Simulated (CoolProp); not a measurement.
Cyclohexane at 293.15 K and 12.5 MPa is throttled through a valve to 7.56 MPa with no heat exchange. Each further row changes one setting.

Values from CoolProp's reference Helmholtz-energy equation of state, Zhou 2014.

| case | temperature change (K) | final density (kg/m³) |
|---|---|---|
| as stated | ? | 783 |
| outlet pressure 2.27 MPa | ? | ? |
| outlet pressure 9.83 MPa | +1.2 | 785 |

**Question.** What belongs in the gaps?

**Answer.** 
- as stated, temperature change (K): +2.3
- outlet pressure 2.27 MPa, temperature change (K): +4.7
- outlet pressure 2.27 MPa, final density (kg/m³): 776
